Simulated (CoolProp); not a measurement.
The numbers come from the reference Helmholtz-energy equation of state, Lemmon 2006 in CoolProp. It is a short technical equation, of lower accuracy than the large ones.

Task: For acetone, give the phase and the density (kg/m³), cp (kJ/(kg K)), cv (kJ/(kg K)), isothermal compressibility (1/MPa) at 295.6 K and 1.09 MPa; 295.6 K and 1.25 MPa; 295.6 K and 1.72 MPa.

Result: 
- 295.6 K and 1.09 MPa: liquid; density 789, cp 2.13, cv 1.55, isothermal compressibility 0.00125
- 295.6 K and 1.25 MPa: liquid; density 789, cp 2.13, cv 1.55, isothermal compressibility 0.00125
- 295.6 K and 1.72 MPa: liquid; density 789, cp 2.13, cv 1.55, isothermal compressibility 0.00124
